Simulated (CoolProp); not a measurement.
A simple Rankine cycle with R236EA: condensing at 299.15 K, boiler at 0.863 MPa, turbine inlet 349 K, turbine efficiency 0.9, pump efficiency 0.7, no recuperator. Each further row changes one setting.

Values from CoolProp's reference Helmholtz-energy equation of state, Rui 2013.

```tsv
case	thermal efficiency (%)	net work (kJ/kg)	heat in (kJ/kg)	turbine exit temperature (K)	volume ratio over the turbine
as stated	10.3	19.5	190	315.8	4.26
turbine inlet 369 K	10.1	21.3	211	336.9	4.13
condensing temperature 291.15 K	11.8	23.5	200	310.1	5.63
boiler pressure 0.604 MPa	7.9	15.4	195	325.8	2.86
turbine efficiency 0.8	9.1	17.2	190	318.2	4.30
```
